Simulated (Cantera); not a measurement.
A closed system holds: 1 mol SiCl₄, 2.3 mol H₂, 2.4 mol HCl, equilibrated at 623 K and 0.960 bar.

Method: chemical equilibrium by Gibbs-energy minimisation in Cantera with the NASA 1993 tables (ideal gas, pure condensed phases). Candidate condensed phases: Si; 19 gas species. Rates play no part.

Base state: HCl 0.421, H₂ 0.404, SiCl₄ 0.175 (mole fractions); condensed: gas only.

Question: What changes in the equilibrium state with this change: SiCl₄ replaced by Si?

Answer: 
```csv
species,before,after
H₂,0.404,0.834
SiCl₄,0.175,0.101
SiHCl₃,7.78e-6,0.0626
HCl,0.421,6.22e-5
SiH₂Cl₂,<1e-9,0.00209
SiH₃Cl,<1e-9,1.40e-5
"Si(s), mol",0,0.333
```

Question: What changes in the equilibrium state with this change: temperature from 623 K to 1250 K?

Answer: 
```tsv
species	before	after
HCl	0.421	0.428
H₂	0.404	0.396
SiCl₄	0.175	0.168
SiCl₃	<1e-9	0.00201
SiCl₂	<1e-9	0.000173
SiH₂Cl₂	<1e-9	2.47e-5
```
The tables' values for SiCl₃ are old estimates; treat these amounts as uncertain.
